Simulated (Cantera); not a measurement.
What does this Cantera script print?

```python
import numpy as np
import cantera as ct

gas = ct.Solution("gri30.yaml")
gas.TPX = 398, 650000, {'CH4': 1, 'C2H6': 0.44, 'O2': 3.54, 'N2': 13.8}
flame = ct.FreeFlame(gas, width=0.011)
flame.set_refine_criteria(ratio=3, slope=0.08, curve=0.16)
flame.transport_model = "mixture-averaged"
flame.solve(loglevel=0, auto=True)
z, T = flame.grid, flame.T
thick = (T[-1] - T[0]) / np.gradient(T, z).max()
show = ['CH4', 'C2H6', 'O2', 'H2O', 'H', 'C2H2']
print(f"laminar burning velocity  {flame.velocity[0] * 100:.3f} cm/s")
print(f"burnt temperature         {T[-1]:.1f} K")
print(f"thermal thickness         {thick * 1e3:.4f} mm")
print(f"grid points               {len(z)}")
z0 = z[flame.heat_release_rate.argmax()]
print(f"{'z/mm':>9s}{'T/K':>9s}{'u/(m/s)':>9s}" + "".join(f"{s:>11s}" for s in show))
rows = []
for k in (-3, -2, -1.5, -1, -0.5, -0.25, 0, 0.25, 0.5, 1, 2, 4, 8):
    zz = z0 + k * thick
    rows.append([k * thick, np.interp(zz, z, T), np.interp(zz, z, flame.velocity),
                 *(np.interp(zz, z, flame.X[gas.species_index(s)]) for s in show)])
    print(f"{rows[-1][0] * 1e3:9.3f}{rows[-1][1]:9.1f}{rows[-1][2]:9.3f}" + "".join(f"{x:11.3e}" for x in rows[-1][3:]))
```

It prints:

```
laminar burning velocity  32.202 cm/s
burnt temperature         2306.3 K
thermal thickness         0.1000 mm
grid points               142
     z/mm      T/K  u/(m/s)        CH4       C2H6         O2        H2O          H       C2H2
   -0.300    398.4    0.323  5.319e-02  2.341e-02  1.883e-01  6.884e-05  9.329e-18  1.993e-08
   -0.200    402.0    0.326  5.298e-02  2.337e-02  1.879e-01  6.410e-04  2.260e-16  3.021e-07
   -0.150    416.6    0.338  5.235e-02  2.327e-02  1.866e-01  2.764e-03  7.977e-15  1.879e-06
   -0.100    507.6    0.415  4.908e-02  2.250e-02  1.791e-01  1.437e-02  7.214e-12  1.680e-05
   -0.050    974.4    0.810  3.360e-02  1.516e-02  1.368e-01  6.377e-02  2.605e-06  1.529e-04
   -0.025   1416.1    1.189  1.853e-02  5.652e-03  9.223e-02  1.056e-01  1.056e-04  3.505e-04
    0.000   1832.5    1.546  3.939e-03  1.839e-04  4.565e-02  1.427e-01  1.140e-03  4.581e-04
    0.025   2010.6    1.688  1.606e-04  1.168e-07  2.299e-02  1.559e-01  2.244e-03  3.668e-05
    0.050   2083.8    1.740  3.369e-06  4.368e-11  1.607e-02  1.589e-01  2.139e-03  6.398e-07
    0.100   2161.8    1.796  3.701e-09  1.859e-16  1.149e-02  1.623e-01  1.437e-03  5.267e-10
    0.200   2227.2    1.844  2.801e-13  2.228e-22  8.210e-03  1.662e-01  7.691e-04  4.162e-14
    0.400   2271.2    1.875  9.397e-16  7.875e-28  5.907e-03  1.691e-01  4.056e-04  2.655e-18
    0.800   2295.1    1.892  2.000e-16  1.649e-30  4.570e-03  1.707e-01  2.533e-04  1.259e-20
```

Cantera simulation using GRI-Mech 3.0 (53 species, 325 reactions); the numbers are that mechanism's predictions, not measurements. Burning velocities carry a grid error of a few per cent, more on coarse grids.
